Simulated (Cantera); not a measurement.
Si + HCl + H2 (chlorosilane synthesis and conversion)

Charge: 1 mol Si, 5.8 mol HCl, 2.6 mol H2, held at 748.15 K and 0.100 bar.

Cantera equilibrium calculation (NASA polynomials, part measured and part estimated; ideal gas, pure solids and liquids). Candidate condensed phases: Si; 19 gas species. Rates play no part.

The x(H2) comes out as 0.621, the x(HCl) comes out as 0.243 and the x(SiCl4) comes out as 0.135. The x(SiHCl3) is 0.000152 and the gas amount comes out as 7.400 mol. The log10 activity of Si(s) (absent) comes out as -9.49.
